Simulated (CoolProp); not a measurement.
Vapour-liquid equilibrium of R143a (1) + R152A (2) at 2.94 bar; x and y are mole fractions of (1).

The numbers come from the multi-fluid Helmholtz-energy mixture model, Lemmon and Jacobsen 2000 and Outcalt 1996; pair parameters Bell 2016 in CoolProp.

| x | bubble temperature (K) | y at the bubble point | dew temperature at overall composition x (K) | liquid density (mol/L) |
|---|---|---|---|---|
| 0.05 | 273.8 | 0.119 | 275.2 | 14.37 |
| 0.15 | 269.7 | 0.308 | 273.2 | 14.26 |
| 0.25 | 266.3 | 0.451 | 271.0 | 14.14 |
| 0.35 | 263.5 | 0.563 | 268.8 | 14.00 |
| 0.45 | 261.1 | 0.655 | 266.4 | 13.85 |
| 0.55 | 258.9 | 0.733 | 263.8 | 13.70 |
| 0.65 | 257.0 | 0.802 | 261.2 | 13.55 |
| 0.75 | 255.2 | 0.864 | 258.4 | 13.39 |
| 0.85 | 253.5 | 0.920 | 255.6 | 13.24 |
| 0.95 | 252.0 | 0.974 | 252.7 | 13.09 |

No azeotrope shows between x = 0.05 and 0.95.

The pair parameters rest on a limited set of measurements; away from them the model extrapolates.
